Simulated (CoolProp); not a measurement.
Vinyl chloride at several states: Z from the reference equation and from simpler models built on Tc = 151.9 °C, pc = 5600 kPa, ω = 0.160; each cubic takes its own stable root.

Computed with CoolProp (reference Helmholtz-energy equation of state, Thol 2022).

| T (°C) | p (kPa) | phase | reference | Soave-Redlich-Kwong | Peng-Robinson |
|---|---|---|---|---|---|
| -47.45 | 30400 | liquid | (withheld) | 1.029 | (withheld) |
| 119.65 | 170 | gas | 0.9872 | 0.9867 | 0.9854 |
| 107.85 | 12700 | liquid | (withheld) | (withheld) | 0.3151 |
| -101.85 | 48.5 | liquid | (withheld) | 0.002087 | (withheld) |

**Question.** What belongs in the gaps?

**Answer.** 
- -47.45, reference: 0.9562
- -47.45, Peng-Robinson: 0.9175
- 107.85, reference: 0.3248
- 107.85, Soave-Redlich-Kwong: 0.3541
- -101.85, reference: 0.001890
- -101.85, Peng-Robinson: 0.001860
